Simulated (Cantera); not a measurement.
# Ignition delay

Mixture: H2 : O2 : N2 = 1 : 0.5 : 1.88 (molar parts), equivalence ratio 1.0, at 500000 Pa, adiabatic and at constant pressure. Ignition delay is the time to a rise of 400 K.

Cantera simulation using GRI-Mech 3.0 (53 species, 325 reactions); the numbers are that mechanism's predictions, not measurements. The hydrogen kinetics of GRI-Mech 3.0 are dated; newer H2 mechanisms differ, most at raised pressure. Where the delays flatten at high temperature, the 400 K rule measures the pace of heat release, not the induction time.

| T0 (K) | delay (ms) |
|---|---|
| 1050 | 2.68 |
| 1100 | 0.491 |
| 1150 | 0.0449 |
| 1200 | 0.0159 |
| 1250 | 0.00955 |
| 1300 | 0.00671 |
| 1350 | 0.00510 |
| 1400 | 0.00407 |
| 1450 | 0.00335 |
| 1500 | 0.00284 |

```json
{
 "apparent activation energy between 1400 and 1500 K": "63 kJ/mol"
}
```
